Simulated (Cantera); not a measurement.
What does this Cantera script print?

```python
import numpy as np
import cantera as ct

gas = ct.Solution("gri30.yaml")


def delay(T, t_max=10):
    gas.TPX = T, 1500000, {'C3H8': 1, 'O2': 8.62, 'N2': 32.4}
    reactor = ct.IdealGasConstPressureReactor(gas, clone=False)
    net = ct.ReactorNet([reactor])
    net.rtol, net.atol = 1e-8, 1e-16
    while net.time < t_max:
        t_old, T_old = net.time, reactor.T
        net.step()
        if reactor.T > T + 400:  # ignition: a rise of 400 K
            return t_old + (T + 400 - T_old) / (reactor.T - T_old) * (net.time - t_old)
    return np.nan


taus = []
for T in [1300, 1400, 1500, 1600, 1700, 1800, 1900, 2000]:
    taus.append(delay(T))
    print(f"T0 = {T:6g} K   tau = {taus[-1]:.4e} s")
```

Output:

```
T0 =   1300 K   tau = 2.2227e-04 s
T0 =   1400 K   tau = 5.2932e-05 s
T0 =   1500 K   tau = 1.6167e-05 s
T0 =   1600 K   tau = 6.2897e-06 s
T0 =   1700 K   tau = 3.0028e-06 s
T0 =   1800 K   tau = 1.6871e-06 s
T0 =   1900 K   tau = 1.0752e-06 s
T0 =   2000 K   tau = 7.5479e-07 s
```

Model: GRI-Mech 3.0 (53 species, 325 reactions), integrated in Cantera. GRI-Mech 3.0 was tuned for natural gas; its chemistry of propane as a main component is partial and can be far from experiment. The pressure lies above the range GRI-Mech 3.0 was tuned for (to about 10 atm).
